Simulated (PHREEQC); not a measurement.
Synthetic water in mg/kgw, 25 °C, pH 6.26, pe 9.7:

```
constituent         mg/kgw
------------------  ------
Na                    72.8
K                     2.12
Ca                     106
Mg                    8.65
Cl                     112
S(6) as SO4           89.9
Alkalinity as HCO3     247
Pb                    1.04
N(5) as NO3           0.24
B                   0.0363
F                    0.331
```

Valence states are taken as typed.

All values are PHREEQC results (ion-association model, wateq4f.dat), not measurements.

No solid was allowed to form.

Order these Mg species by the share of Mg that they hold, largest first: Mg+2, MgHCO3+, MgSO4.

Mg+2 (90 %), MgSO4 (6.7 %), MgHCO3+ (2.7 %)

Order these Pb species by the share of Pb that they hold, largest first: PbSO4, PbCO3, PbCl+, PbHCO3+, Pb+2.

PbCO3 (50 %), PbHCO3+ (30 %), Pb+2 (15 %), PbSO4 (2.6 %), PbCl+ (1.2 %)

The pH is 6.26 and the ionic strength 0.0122 mol/kgw. The solution is supersaturated, for example in Cerrusite, so a real one may precipitate; this is no full list. Real BF4- forms and hydrolyses slowly; the run takes it at equilibrium.
